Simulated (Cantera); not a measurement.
# Ignition delay

Mixture: 4.32 % CH4, 20.1 % O2, 75.6 % N2, at 1.00 atm, adiabatic and at constant pressure. Ignition delay is the time to a rise of 400 K.

Model: GRI-Mech 3.0 (53 species, 325 reactions), integrated in Cantera.

```tsv
T0 (K)	delay (ms)
1248	15.0
1323	5.72
1398	2.42
1473	1.14
1548	0.588
1623	0.332
```

The apparent activation energy between 1473 and 1623 K is 160 kJ/mol.
